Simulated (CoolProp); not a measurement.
n-octane at 293.15 K and 0.867 MPa flows at 0.26 m/s in a round tube of 12.7 mm bore and 15 µm roughness, fully developed (64/Re and Nu = 3.66 if laminar; Colebrook and Gnielinski if turbulent). Each further row changes one setting.

Values from CoolProp's reference Helmholtz-energy equation of state, Beckmüller 2019.

```tsv
case	Reynolds number	Darcy friction factor	pressure drop (Pa/m)	heat-transfer coefficient (W/(m² K))	mass flow (kg/h)
as stated	4230	___	75.7	___	83.4
velocity 0.52 m/s	8470	0.0339	___	774	167
diameter 25.4 mm	8470	___	31.0	381	334
```

Q: Some entries are withheld; supply them.

A: 
- as stated, Darcy friction factor: 0.0405
- as stated, heat-transfer coefficient (W/(m² K)): 374
- velocity 0.52 m/s, pressure drop (Pa/m): 254
- diameter 25.4 mm, Darcy friction factor: 0.0331

Viscosity comes from a separate model (Huber 2004). Thermal conductivity comes from a separate model (Huber 2005).
